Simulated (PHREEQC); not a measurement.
Synthetic water in mg/kgw, 30 °C, pH 6.64:

| constituent | mg/kgw |
|---|---|
| Na | 2350 |
| K | 15.6 |
| Ca | 19.3 |
| Mg | 168 |
| Cl | 3600 |
| S(6) as SO4 | 979 |
| Alkalinity as HCO3 | 3.04 |
| Sr | 6.84 |
| Br | 37.7 |
| B | 0.99 |

Cl is adjusted to close the charge balance.
Valence states are taken as typed.

Equilibrium calculation in PHREEQC: Pitzer model, pitzer.dat.

### Question
The ionic strength comes out as 0.135 mol/kgw. What activity coefficients do Cl-, K+, SO4-2, Sr+2, HCO3- get?

### Answer
Cl- 0.74, K+ 0.75, SO4-2 0.26, Sr+2 0.30, HCO3- 0.82. Single-ion values are on the MacInnes scale.

No solid was allowed to form.
